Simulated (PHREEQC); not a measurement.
1.7 g of hydrous ferric oxide (600 m²/g; 0.2 weak and 0.005 strong sites per Fe, Dzombak-Morel constants, diffuse double layer) in 1 kg of water with 0.005 mol/kgw of an inert sodium salt and 8.6e-06 mol Na2SO4, 0.0052 mol CuCl2 and 9.5e-05 mol CuSO4, at 25 °C; the pH is set by adding NaOH or the inert anion's acid. Oxygen is held at 0.21 atm. No CO2 enters from the air. Nothing may precipitate in this run.

All values are PHREEQC results (ion-association model, wateq4f.dat), not measurements.

```
pH    S sorbed (%)  Cu sorbed (%)  surface charge σ (C/m²)  surface potential ψ (mV)
----  ------------  -------------  -----------------------  ------------------------
4            100.0            4.4                    0.245                       172
4.5          100.0           16.4                    0.201                       165
5             99.9           35.9                    0.193                       165
5.5           99.9           48.7                    0.208                       170
6             99.9           54.9                    0.215                       172
6.5           99.8           56.1                    0.203                       170
7             99.3           53.9                    0.172                       162
7.5           97.2           50.2                    0.132                       149
8             86.3           46.0                    0.089                       129
8.5           47.6           42.3                    0.055                       105
9             10.2           39.6                    0.032                        79
9.5            1.3           38.0                    0.017                        51
10             0.1           37.0                    0.006                        22
10.5           0.0           36.1                   -0.002                        -7
11             0.0           35.2                   -0.011                       -36
11.5           0.0           33.7                   -0.026                       -64
12             0.0           30.7                   -0.057                       -92
```

Along this series the solution becomes supersaturated in solids that the run did not let form, among them Cu(OH)2, Brochantite, Antlerite, Atacamite. The database's constant for dissolved Cu(OH)2 is higher than later reviews accept.
